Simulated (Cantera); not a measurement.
Input: 1 mol Al(CH3)3, 40 mol N2O, 2 mol H2, equilibrated at 435 Torr.

Equilibrium computed with Cantera from the NASA thermochemical tables; the gas is ideal and each condensed phase is pure. Candidate condensed phases: Al, AlN, Al2O3, C, C6H6, C7H8, C8H18, H2O; 148 gas species. The feed counts by its element totals alone. Equilibrium is a limit: real reactors are often held back by kinetics, nucleation or transport.

Q: At 400 °C, list the 4 most abundant gas species with their mole fractions, and the condensed phases.

A: N2 0.640, O2 0.208, H2O 0.104, CO2 0.0480. Condensed: Al2O3(s).
